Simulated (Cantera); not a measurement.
# NO annealing gas

An isothermal, constant-pressure homogeneous reactor starts with 8.33 % NO, 91.7 % N2, at 2050 K and 4700 Pa.

Cantera simulation using GRI-Mech 3.0 (53 species, 325 reactions); the numbers are that mechanism's predictions, not measurements. Radical loss at walls, strong at low pressure, is not modelled.

```csv
t (s),x NO,x O2,x NO2,x N2,x N2O,x O
4.00e-5,0.0833,3.25e-12,6.15e-12,0.917,2.15e-8,2.17e-8
8.66e-5,0.0833,1.53e-11,2.85e-11,0.917,4.65e-8,4.71e-8
0.000188,0.0833,7.23e-11,1.30e-10,0.917,9.99e-8,1.03e-7
0.000406,0.0833,3.42e-10,5.72e-10,0.917,2.13e-7,2.26e-7
0.000880,0.0833,1.64e-9,2.37e-9,0.917,4.44e-7,5.05e-7
0.00191,0.0833,8.04e-9,8.86e-9,0.917,8.87e-7,1.16e-6
0.00413,0.0833,4.10e-8,2.89e-8,0.917,1.63e-6,2.80e-6
0.00894,0.0833,2.19e-7,8.44e-8,0.917,2.56e-6,7.01e-6
0.0194,0.0833,1.20e-6,2.24e-7,0.917,3.20e-6,1.74e-5
0.0420,0.0833,6.45e-6,5.28e-7,0.917,3.32e-6,4.06e-5
0.0909,0.0832,3.30e-5,1.09e-6,0.917,3.27e-6,8.61e-5
0.197,0.0829,0.000152,1.85e-6,0.917,3.18e-6,0.000154
0.426,0.0820,0.000562,2.48e-6,0.917,3.05e-6,0.000211
0.923,0.0798,0.00164,3.07e-6,0.918,2.85e-6,0.000261
2.00,0.0743,0.00434,3.99e-6,0.921,2.41e-6,0.000350
```
x: mole fraction; the columns are a selection and need not sum to one.

Equilibrium at this temperature and pressure: NO 0.00418, O2 0.0391, NO2 6.20e-7, N2 0.956, N2O 5.59e-8, O 0.000893 (gas phase only).
